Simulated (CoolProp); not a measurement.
The fluid at 293.15 K and 0.277 MPa flows at 0.081 m/s in a round tube of 10 mm bore and 1.5 µm roughness, fully developed (64/Re and Nu = 3.66 if laminar; Colebrook and Gnielinski if turbulent). The same conditions are run with several fluids, on thermodynamics alone (safety and materials aside).

Computed with CoolProp (reference Helmholtz-energy equation of state of each fluid (water: Wagner 2002; m-xylene: Zhou 2012; methanol: de Reuck 1993; n-nonane: Lemmon 2006)).

```json
[
 {"fluid": "water", "Reynolds number": "807", "Darcy friction factor": "0.0793", "pressure drop (Pa/m)": "(withheld)", "heat-transfer coefficient (W/(m² K))": "219", "mass flow (kg/h)": "22.9"},
 {"fluid": "m-xylene", "Reynolds number": "1130", "Darcy friction factor": "0.0565", "pressure drop (Pa/m)": "(withheld)", "heat-transfer coefficient (W/(m² K))": "48.0", "mass flow (kg/h)": "19.8"},
 {"fluid": "methanol", "Reynolds number": "1090", "Darcy friction factor": "0.0585", "pressure drop (Pa/m)": "15.2", "heat-transfer coefficient (W/(m² K))": "(withheld)", "mass flow (kg/h)": "18.1"},
 {"fluid": "n-nonane", "Reynolds number": "(withheld)", "Darcy friction factor": "(withheld)", "pressure drop (Pa/m)": "18.1", "heat-transfer coefficient (W/(m² K))": "(withheld)", "mass flow (kg/h)": "16.4"}
]
```

### Question
Complete the blanks.

### Answer

- water, pressure drop (Pa/m): 26.0
- m-xylene, pressure drop (Pa/m): 16.0
- methanol, heat-transfer coefficient (W/(m² K)): 73.7
- n-nonane, Reynolds number: 831
- n-nonane, Darcy friction factor: 0.0770
- n-nonane, heat-transfer coefficient (W/(m² K)): 46.9

Transport values come from each fluid's own correlations.
